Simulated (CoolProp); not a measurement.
Vapour-liquid equilibrium of CHF3 (R23) (1) + R11 (2) at -25.55 °C; x and y are mole fractions of (1).

Model: multi-fluid Helmholtz-energy mixture model, Penoncello 2003 and Jacobsen 1992; pair parameters Bell 2016, in CoolProp.

| x | bubble pressure (kPa) | y at the bubble point | dew pressure at overall composition x (kPa) | liquid density (mol/L) |
|---|---|---|---|---|
| 0.05 | 181.2 | 0.934 | 12.37 | 11.81 |
| 0.2 | 594.3 | 0.979 | 14.70 | 12.51 |
| 0.35 | 824.2 | 0.985 | 18.10 | 13.26 |
| 0.5 | 911.8 | 0.986 | 23.55 | 14.04 |
| 0.65 | 943.7 | 0.987 | 33.67 | 14.87 |
| 0.8 | 991.8 | 0.989 | 59.08 | 15.75 |
| 0.95 | 1107 | 0.995 | 241.0 | 16.73 |

No azeotrope shows between x = 0.05 and 0.95.

The pair parameters rest on a limited set of measurements; away from them the model extrapolates. With so large a gap from Raoult's law the liquid may split in two, which this calculation doesn't test in full.
